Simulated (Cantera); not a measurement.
A freely propagating, adiabatic, planar premixed flame of 19.1 % H2, 18.4 % O2, 62.5 % N2, equivalence ratio 0.52, unburnt at 400 K and 293 Torr; mixture-averaged transport, grid criteria slope 0.08 and curve 0.16, no radiation.

Detailed kinetics in Cantera: the H2/O2 subset of GRI-Mech 3.0, which has no nitrogen chemistry. Burning velocities carry a grid error of a few per cent, more on coarse grids. Lean hydrogen flames are cellular in practice and burn faster than this planar one.

x: mole fraction of selected species; z is measured from the peak of heat release.

| z (mm) | T (K) | u (m/s) | x H2 | x O2 | x H2O2 | x H2O | x HO2 | x O |
|---|---|---|---|---|---|---|---|---|
| -3.53 | 400 | 1.59 | 0.191 | 0.184 | <1e-8 | <1e-8 | <1e-8 | <1e-8 |
| -2.35 | 400 | 1.59 | 0.191 | 0.184 | <1e-8 | 9.40e-8 | <1e-8 | <1e-8 |
| -1.76 | 400 | 1.59 | 0.190 | 0.184 | <1e-8 | 8.89e-7 | 4.36e-8 | <1e-8 |
| -1.18 | 401 | 1.59 | 0.188 | 0.185 | 1.49e-7 | 1.88e-5 | 1.17e-6 | 2.20e-8 |
| -0.588 | 448 | 1.74 | 0.167 | 0.188 | 2.31e-5 | 0.00303 | 0.000171 | 4.24e-6 |
| -0.294 | 699 | 2.64 | 0.126 | 0.182 | 2.98e-5 | 0.0298 | 0.000144 | 0.000181 |
| 0 | 1045 | 3.87 | 0.0693 | 0.155 | 5.39e-6 | 0.0909 | 6.62e-5 | 0.00278 |
| 0.294 | ___ | 4.77 | ___ | ___ | ___ | ___ | ___ | ___ |
| 0.588 | 1435 | 5.27 | 0.0122 | 0.105 | 2.17e-6 | 0.174 | 2.85e-5 | 0.00960 |
| 1.18 | 1572 | 5.74 | ___ | 0.0995 | ___ | 0.186 | ___ | ___ |
| 2.35 | 1684 | 6.11 | 0.00475 | 0.0982 | 5.12e-7 | 0.194 | 1.30e-5 | 0.00522 |
| 4.70 | 1761 | 6.36 | 0.00241 | 0.0981 | 2.69e-7 | 0.201 | 7.10e-6 | 0.00260 |
| 9.41 | 1802 | 6.49 | 0.000951 | 0.0985 | 1.44e-7 | 0.204 | 3.23e-6 | 0.00102 |

Q: Some entries are withheld; supply them.

A: 
- 0.294, T (K): 1296
- 0.294, x H2: 0.0264
- 0.294, x O2: 0.120
- 0.294, x H2O2: 3.51e-6
- 0.294, x H2O: 0.150
- 0.294, x HO2: 3.94e-5
- 0.294, x O: 0.00776
- 1.18, x H2: 0.00738
- 1.18, x H2O2: 1.05e-6
- 1.18, x HO2: 2.00e-5
- 1.18, x O: 0.00818
